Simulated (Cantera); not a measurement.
What does this Cantera script print?

```python
import numpy as np
import cantera as ct

gas_names = """
    CL CL2 H HCL H2 N NH NH2 NH3 N2 N2H2 N2H4 Si SiCL SiCL2 SiCL3 SiCL4 SiH SiHCL3 SiH2 SiH2CL2 SiH3
    SiH3CL SiH4 SiN Si2 Si2N Si3
""".split()
cond_names = """
    NH4CL(a) NH4CL(b) Si(cr) Si(L) Si3N4(a)
""".split()


# ... load() reads the species with a 1 bar reference pressure and builds the phases ...
atoms = {
    'SiHCl3': {'Si': 1, 'H': 1, 'CL': 3},
    'NH3': {'N': 1, 'H': 3},
    'H2': {'H': 2},
    'N2': {'N': 2},
}
top_T = {'Si3N4(a)': 2400}  # K; cautious upper limits of use, not melting points


# ... equilibrate(T, P, feed) seeds the gas with the atoms and calls Mixture.equilibrate('TP', solver="vcs", rtol=1e-11, max_steps=5000) ...
results = []
feed = {'SiHCl3': 1, 'NH3': 31, 'H2': 40, 'N2': 2.6}  # mol
P = 1000  # Pa
for T in [1275, 1375, 1475, 1575, 1675, 1775, 1875]:
    mix = equilibrate(T, P, feed)
    results.append((T, P, feed, dict(zip(mix.species_names, mix.species_moles))))

top = {s: max(r[3][s] / sum(r[3][g] for g in gas_names) for r in results) for s in gas_names}
cols = sorted((s for s in top if top[s] > 0.0001), key=lambda s: -top[s])[:9]
seen = [c for c in cond_names if any(r[3].get(c, 0) > 1e-12 for r in results)]
print("log10 of partial pressures in bar; condensed amounts in mol")
print(f"{'T/K':>10s}" + "".join(f"{s[:9]:>10s}" for s in cols + seen))
for T, P, feed, n in results:
    ng = sum(n[g] for g in gas_names)
    print(f"{T:10.4g}" + "".join(f"{np.log10(max(n[s] / ng * P / 1e5, 1e-99)):10.3f}" for s in cols)
          + "".join(f"{n.get(c, 0):10.4g}" for c in seen))
```

Result:

```
log10 of partial pressures in bar; condensed amounts in mol
       T/K        H2        N2       HCL         H     SiCL2        Si      SiCL        CL     Si(L)  Si3N4(a)
      1275    -2.093    -2.784    -3.548    -7.179    -7.131   -13.256   -11.916    -8.705         0    0.3331
      1375    -2.093    -2.784    -3.549    -6.512    -6.352   -11.192   -10.328    -8.050         0    0.3317
      1475    -2.093    -2.783    -3.554    -5.934    -5.690    -9.412    -8.963    -7.486         0     0.326
      1575    -2.093    -2.783    -3.571    -5.428    -5.141    -7.862    -7.788    -7.006         0    0.3075
      1675    -2.093    -2.781    -3.613    -4.982    -4.715    -6.501    -6.785    -6.610         0    0.2627
      1775    -2.096    -2.771    -3.628    -4.586    -4.655    -5.659    -6.236    -6.233    0.7265         0
      1875    -2.098    -2.772    -3.624    -4.232    -4.703    -5.043    -5.866    -5.879    0.6562         0
```

These are equilibrium values from Cantera (NASA tables, ideal gas, pure condensed phases), not measurements of a reactor. The tables' values for SiCl, SiN are old estimates; treat these amounts as uncertain. Gases not in the tables: Si2H6 and higher silanes.
